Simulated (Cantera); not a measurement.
Charge: 1 mol C3H8, 0.19 mol O2, 0.59 mol H2, held at 1325 K and 60.0 bar.

Method: chemical equilibrium by Gibbs-energy minimisation in Cantera with the NASA 1993 tables (ideal gas, pure condensed phases). Candidate condensed phases: C, C6H6, C7H8, C8H18, H2O; 110 gas species. The ideal-gas law is rough above about 30 bar. Rates play no part.

**Question.** What is the equilibrium state?

**Answer.** 
```
Quantity                    Value
----------------------  ---------
x(H2)                       0.706
x(CH4)                      0.201
x(CO)                      0.0700
x(H2O)                     0.0213
x(CO2)                    0.00113
x(C2H6)                   8.87e-5
x(C2H4)                   5.28e-5
x(HCHO (formaldehyde))    1.39e-6
n(C(graphite))           1.89 mol
gas amount              4.061 mol
```
